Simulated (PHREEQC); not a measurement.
A solution holds 0.076 mol/kgw HNO3, 0.00028 mol/kgw NiCl2 and 0.027 mol/kgw MnSO4, at 10 °C. Closed to the air; pH follows from the charge balance.

Computed with PHREEQC (ion-association model, wateq4f.dat).

No solid was allowed to form.

### Question
Predict the pH, ionic strength.

### Answer
pH 1.30; ionic strength 0.142 mol/kgw.

### Question
In which forms is Mn present?

### Answer
Mn+2 87 %, MnSO4 13 % of the Mn.

Away from 25 °C the constants follow the database's enthalpies or fits; those with neither stay at their 25 °C values.
